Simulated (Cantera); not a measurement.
Input (Python, Cantera):

```python
import numpy as np
import cantera as ct

surf = ct.Interface("diamond.yaml", "diamond_100")
gas, bulk = surf.adjacent["gas"], surf.adjacent["diamond"]
k = surf.kinetics_species_index(bulk.species_names[0])
cover = ["c6HH", "c6H*", "c6*H", "c6**", "c6HM", "c6B"]

rows, drift = [], 0.0
print(f"{'P':>10s}{'um/h':>11s}" + "".join(f"{s:>11s}" for s in cover))
for v in [1500, 2400, 3700, 5900, 9400, 15000, 24000, 38000]:
    T, P, xH, xCH3 = 1273, v, 0.0015, 0.00093
    gas.TPX = T, P, {"H": xH, "CH3": xCH3, "CH4": 0.0043, "H2": 1 - xH - xCH3 - 0.0043}
    surf.TP = bulk.TP = T, P
    surf.coverages = "c6H*:0.1, c6HH:0.9"
    surf.advance_coverages(100.0)
    before = surf.coverages
    surf.advance_coverages(100.0)
    drift = max(drift, np.max(np.abs(surf.coverages - before) / (surf.coverages + 1e-9)))
    rate = surf.net_production_rates[k] * bulk.mean_molecular_weight / bulk.density * 3.6e9
    rows.append([rate, *surf[cover].coverages])
    print(f"{v:10.4g}{rate:11.4e}" + "".join(f"{x:11.3e}" for x in rows[-1][1:]))
```

It prints:

```
         P       um/h       c6HH       c6H*       c6*H       c6**       c6HM        c6B
      1500 1.1498e+00  4.192e-01  4.470e-02  5.001e-01  2.840e-02  9.672e-04  3.120e-09
      2400 2.0440e+00  4.188e-01  4.464e-02  4.994e-01  2.822e-02  1.560e-03  5.547e-09
      3700 3.4988e+00  4.182e-01  4.457e-02  4.986e-01  2.808e-02  2.404e-03  9.494e-09
      5900 6.3743e+00  4.173e-01  4.446e-02  4.972e-01  2.794e-02  3.798e-03  1.730e-08
      9400 1.1959e+01  4.159e-01  4.429e-02  4.952e-01  2.779e-02  5.926e-03  3.245e-08
   1.5e+04 2.3271e+01  4.138e-01  4.403e-02  4.922e-01  2.759e-02  9.120e-03  6.315e-08
   2.4e+04 4.6861e+01  4.107e-01  4.367e-02  4.878e-01  2.733e-02  1.377e-02  1.272e-07
   3.8e+04 9.4582e+01  4.065e-01  4.319e-02  4.819e-01  2.700e-02  2.003e-02  2.567e-07
```

Detailed kinetics in Cantera: the Harris–Goodwin 1993 mechanism for the reconstructed diamond (100) surface.
